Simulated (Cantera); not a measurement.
An adiabatic, constant-pressure homogeneous reactor starts with H2 : O2 : N2 = 1 : 0.2 : 0.752 (molar parts), equivalence ratio 2.5, at 1073 K and 7.60 bar.

Detailed kinetics in Cantera: the H2/O2 subset of GRI-Mech 3.0, which has no nitrogen chemistry. The hydrogen kinetics of GRI-Mech 3.0 are dated; newer H2 mechanisms differ, most at raised pressure.

Task: Predict: time of steepest temperature rise; temperature at 0.300 s; equilibrium temperature; x(H2) at 0.300 s; x(O2) at 0.300 s; x(OH) at 0.300 s; x(O) at 0.300 s; x(H2O2) at 0.300 s; x(HO2) at 0.300 s; x(H2O) at 0.300 s.

Result: 
* **time of steepest temperature rise**: 1.23 ms
* **temperature at 0.300 s**: 2525 K
* **equilibrium temperature**: 2525 K
* **x(H2) at 0.300 s**: 0.339 (gas-phase equilibrium 0.339)
* **x(O2) at 0.300 s**: 2.67e-6 (gas-phase equilibrium 2.67e-6)
* **x(OH) at 0.300 s**: 0.000847 (gas-phase equilibrium 0.000847)
* **x(O) at 0.300 s**: 9.74e-6 (gas-phase equilibrium 9.74e-6)
* **x(H2O2) at 0.300 s**: 7.58e-9 (gas-phase equilibrium 7.58e-9)
* **x(HO2) at 0.300 s**: 8.10e-9 (gas-phase equilibrium 8.10e-9)
* **x(H2O) at 0.300 s**: 0.227 (gas-phase equilibrium 0.227)
